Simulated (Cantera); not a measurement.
Input: 1 mol SiCl4, 8.2 mol H2, held at 0.100 bar.

These are equilibrium values from Cantera (NASA tables, ideal gas, pure condensed phases), not measurements of a reactor. Candidate condensed phases: Si; 19 gas species. The tables' values for SiCl3, SiCl are old estimates; treat these amounts as uncertain. Gases not in the tables: Si2H6 and higher silanes. Rates play no part.

x: gas mole fraction; nothing condenses.

| T (K) | x H2 | x HCl | x SiCl2 | x SiCl3 | x SiCl4 | x H | x SiHCl3 |
|---|---|---|---|---|---|---|---|
| 1450 | 0.740 | 0.160 | 0.0705 | 0.0144 | 0.0108 | 2.57e-5 | 0.00430 |
| 1550 | 0.722 | 0.179 | 0.0836 | 0.0102 | ? | ? | ? |
| 1650 | 0.714 | 0.188 | 0.0901 | 0.00658 | ? | ? | ? |
| 1750 | 0.710 | 0.191 | 0.0933 | 0.00424 | 0.000343 | 0.000620 | 0.000281 |
| 1850 | 0.707 | 0.193 | 0.0948 | 0.00281 | 0.000122 | 0.00143 | 0.000127 |
| 1950 | 0.704 | 0.194 | 0.0952 | 0.00192 | 4.80e-5 | 0.00304 | 6.13e-5 |
| 2050 | 0.700 | 0.195 | 0.0944 | 0.00135 | 2.06e-5 | 0.00600 | 3.17e-5 |

What belongs in the gaps?


- 1650, x SiCl4: 0.00105
- 1650, x H: 0.000243
- 1650, x SiHCl3: 0.000673
- 1550, x SiCl4: 0.00345
- 1550, x H: 8.46e-5
- 1550, x SiHCl3: 0.00171
